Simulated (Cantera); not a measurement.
A freely propagating, adiabatic, planar premixed flame of CH₄ : H₂ : O₂ : N₂ = 1 : 0.41 : 1.8 : 6.77 (molar parts), unburnt at 525 K and 100.0 Torr; mixture-averaged transport, grid criteria slope 0.08 and curve 0.16, no radiation.

Model: GRI-Mech 3.0 (53 species, 325 reactions), integrated in Cantera. Burning velocities carry a grid error of a few per cent, more on coarse grids.

Q: Predict: laminar burning velocity; thermal thickness; peak x(CH₂); peak x(C₂H₄).

A: 
```json
{
 "laminar_burning_velocity": "171 cm/s",
 "thermal_thickness": "1.89 mm",
 "peak x(CH₂)": "8.90e-5",
 "peak x(C₂H₄)": "0.000625"
}
```
